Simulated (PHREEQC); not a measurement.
Na2CO3 is added in steps, without added water, to 1 kg of water holding 6.6 mmol/kgw Rb2SO4 and 26 mmol/kgw RbCl, at 25 °C. Oxygen alone is held at its pressure in air (log pO2 = -0.68). No CO2 enters from the air. Solids allowed: Halite, Mirabilite, Nahcolite, Natron. Others were left out.

Base run: PHREEQC, ion-association model, wateq4f.dat. Each further column changes one thing. The table gives pH.

| Na2CO3 added (mol) | base | diluted 100-fold with water | temperature from 25 to 60 °C | RbCl left out | no solid may form |
|---|---|---|---|---|---|
| 0 | 7.05 | 7.00 | 6.62 | 7.06 | 7.05 |
| 2.3e-05 | 9.22 | 9.31 | 8.29 | 9.25 | 9.22 |
| 3.45e-05 | 9.37 | 9.47 | 8.46 | 9.41 | 9.37 |
| 5.75e-05 | 9.56 | 9.66 | 8.67 | 9.59 | 9.56 |
| 8.05e-05 | 9.68 | 9.78 | 8.81 | 9.71 | 9.68 |
| 9.2e-05 | 9.72 | 9.82 | 8.86 | 9.76 | 9.72 |
| 0.000115 | 9.80 | 9.90 | 8.95 | 9.83 | 9.80 |
| 0.000138 | 9.85 | 9.96 | 9.02 | 9.89 | 9.85 |
| 0.0001495 | 9.88 | 9.98 | 9.05 | 9.91 | 9.88 |
| 0.0001725 | 9.92 | 10.03 | 9.11 | 9.96 | 9.92 |
| 0.0001955 | 9.96 | 10.07 | 9.16 | 10.00 | 9.96 |
| 0.000207 | 9.98 | 10.09 | 9.18 | 10.02 | 9.98 |
| 0.00023 | 10.01 | 10.12 | 9.22 | 10.05 | 10.01 |

 Constants without temperature data keep their 25 °C values here. Solids allowed in the column 'RbCl left out': Mirabilite, Nahcolite, Natron.
